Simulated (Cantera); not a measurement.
Feed: 1 mol BF3, 36 mol N2, 160 mol H2, equilibrated at 13300 Pa.

These are equilibrium values from Cantera (NASA tables, ideal gas, pure condensed phases), not measurements of a reactor. Candidate condensed phases: B, BN; 31 gas species. N2 is the only nitrogen source here; it is nearly inert below about 1500 K, so the nitride shown seldom forms there in practice. Equilibrium is a limit: real reactors are often held back by kinetics, nucleation or transport.

### Question
What share of the B ends up in condensed phases as a function of T (K), at 973, 1123, 1273, 1423, 1573, 1723, 1873, 2023, 2173, 2323?

### Answer
```json
[
 {"T (K)": "973", "B condensed (%)": "27.5", "as": "BN(s)"},
 {"T (K)": "1123", "B condensed (%)": "37.3", "as": "BN(s)"},
 {"T (K)": "1273", "B condensed (%)": "46.2", "as": "BN(s)"},
 {"T (K)": "1423", "B condensed (%)": "53.5", "as": "BN(s)"},
 {"T (K)": "1573", "B condensed (%)": "58.4", "as": "BN(s)"},
 {"T (K)": "1723", "B condensed (%)": "58.3", "as": "BN(s)"},
 {"T (K)": "1873", "B condensed (%)": "42.4", "as": "BN(s)"},
 {"T (K)": "2023", "B condensed (%)": "0.0", "as": "-"},
 {"T (K)": "2173", "B condensed (%)": "0.0", "as": "-"},
 {"T (K)": "2323", "B condensed (%)": "0.0", "as": "-"}
]
```
